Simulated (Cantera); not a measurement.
Charge: 1 mol HMDSO, 5.5 mol CO2, 92 mol N2, held at 1.33 mbar.

These are equilibrium values from Cantera (NASA tables, ideal gas, pure condensed phases), not measurements of a reactor. Candidate condensed phases: C, C6H6, C7H8, C8H18, H2O, Si, SiC, SiO2, Si2N2O, Si3N4; 151 gas species. The feed counts by its element totals alone. Equilibrium is a limit: real reactors are often held back by kinetics, nucleation or transport. All values below are at 650 K.

Base state: N2 0.870, H2 0.0789, CO2 0.0242, CO 0.0214, H2O 0.00574, CH4 0.000216 (mole fractions); condensed: C(graphite) + SiO2(α-quartz).

**Question.** What changes in the equilibrium state with this change: CO2 from 5.5 to 0.24 mol?

**Answer.** 
```
species                before     after
-------------------  --------  --------
N2                      0.870     0.910
H2                     0.0789    0.0893
CH4                  0.000216  0.000277
CO2                    0.0242     <1e-9
CO                     0.0214   2.70e-7
H2O                   0.00574   8.20e-8
C(graphite), mol         6.65      6.21
SiO2(α-quartz), mol      2.00     0.320
Si2N2O(s), mol              0     0.840
```
N2 is the only nitrogen source here; it is nearly inert below about 1500 K, so the nitride shown seldom forms there in practice.
